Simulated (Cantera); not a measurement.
A perfectly stirred reactor is fed with H2 : O2 : N2 : NO = 1 : 0.357 : 1.34 : 0.0037 (molar parts), at 9000 Torr; it is adiabatic with a 650 K inlet, and is followed from long to short residence time, starting on the burning branch (τ in s: 0.029, 0.013, 0.0054, 0.0023, 0.001, 0.00043, 0.00018, 7.9e-05, 3.4e-05, 1.5e-05, 6.3e-06).

Cantera simulation using GRI-Mech 3.0 (53 species, 325 reactions); the numbers are that mechanism's predictions, not measurements. The hydrogen kinetics of GRI-Mech 3.0 are dated; newer H2 mechanisms differ, most at raised pressure. The pressure lies above the range GRI-Mech 3.0 was tuned for (to about 10 atm). The mechanism lacks 2 NO + O2 → 2 NO2 and HONO, so NO2 and the effect of NO are under-described below about 1400 K.

Question: What does this change do: pressure from 9000 Torr to 3750 Torr?

Answer: 
```json
[
 {"quantity": "blow-out, bracketed by the residence times tried", "before": "burning at 6.30 µs, the shortest tried", "after": "burning at 6.30 µs, the shortest tried"},
 {"quantity": "x(H2) at τ = 29.0 ms", "before": "0.120", "after": "0.120"},
 {"quantity": "x(O2) at τ = 29.0 ms", "before": "4.41e-5", "after": "9.20e-5"},
 {"quantity": "x(NO) at τ = 29.0 ms", "before": "0.000335", "after": "0.000485"},
 {"quantity": "x(OH) at τ = 29.0 ms", "before": "0.00200", "after": "0.00287"},
 {"quantity": "x(HO2) at τ = 29.0 ms", "before": "9.36e-8", "after": "1.29e-7"},
 {"quantity": "x(H2) at τ = 0.430 ms", "before": "0.120", "after": "0.120"},
 {"quantity": "x(O2) at τ = 0.430 ms", "before": "0.000312", "after": "0.000636"},
 {"quantity": "x(NO) at τ = 0.430 ms", "before": "0.000877", "after": "0.00121"},
 {"quantity": "x(OH) at τ = 0.430 ms", "before": "0.00302", "after": "0.00551"},
 {"quantity": "x(HO2) at τ = 0.430 ms", "before": "5.14e-7", "after": "9.98e-7"}
]
```

Question: What does this change do: pressure from 9000 Torr to 1650 Torr?

Answer: 
```
quantity                                                                          before                                   after
------------------------------------------------  --------------------------------------  --------------------------------------
blow-out, bracketed by the residence times tried  burning at 6.30 µs, the shortest tried  burning at 6.30 µs, the shortest tried
x(H2) at τ = 29.0 ms                                                               0.120                                   0.119
x(O2) at τ = 29.0 ms                                                             4.41e-5                                0.000182
x(NO) at τ = 29.0 ms                                                            0.000335                                0.000673
x(OH) at τ = 29.0 ms                                                             0.00200                                 0.00400
x(HO2) at τ = 29.0 ms                                                            9.36e-8                                 1.73e-7
x(H2) at τ = 0.430 ms                                                              0.120                                   0.118
x(O2) at τ = 0.430 ms                                                           0.000312                                 0.00151
x(NO) at τ = 0.430 ms                                                           0.000877                                 0.00146
x(OH) at τ = 0.430 ms                                                            0.00302                                 0.00927
x(HO2) at τ = 0.430 ms                                                           5.14e-7                                 1.63e-6
```
